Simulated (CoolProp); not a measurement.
A single-stage vapour-compression cycle with R113: evaporating at 303.15 K (dew point), condensing at 338.15 K (bubble point), superheat 10 K, subcooling 0 K, compressor efficiency 0.85, no pressure losses. Each further row changes one setting.

Model: reference Helmholtz-energy equation of state, Marx 1992, in CoolProp.

```json
[
 {"case": "as stated", "cooling COP": "6.48", "pressure ratio": "3.21", "discharge temperature (K)": "343.9", "refrigerating effect (kJ/kg)": "124", "volumetric capacity (kJ/m³)": "495"},
 {"case": "evaporating temperature 308.15 K", "cooling COP": "7.84", "pressure ratio": "2.66", "discharge temperature (K)": "344.2", "refrigerating effect (kJ/kg)": "127", "volumetric capacity (kJ/m³)": "604"},
 {"case": "condensing temperature 333.15 K", "cooling COP": "7.74", "pressure ratio": "2.76", "discharge temperature (K)": "339.8", "refrigerating effect (kJ/kg)": "128", "volumetric capacity (kJ/m³)": "514"},
 {"case": "subcooling 5 K", "cooling COP": "6.73", "pressure ratio": "3.21", "discharge temperature (K)": "343.9", "refrigerating effect (kJ/kg)": "128", "volumetric capacity (kJ/m³)": "514"},
 {"case": "superheat 20 K", "cooling COP": "6.60", "pressure ratio": "3.21", "discharge temperature (K)": "354.2", "refrigerating effect (kJ/kg)": "130", "volumetric capacity (kJ/m³)": "505"},
 {"case": "compressor efficiency 0.75", "cooling COP": "5.71", "pressure ratio": "3.21", "discharge temperature (K)": "347.4", "refrigerating effect (kJ/kg)": "124", "volumetric capacity (kJ/m³)": "495"}
]
```
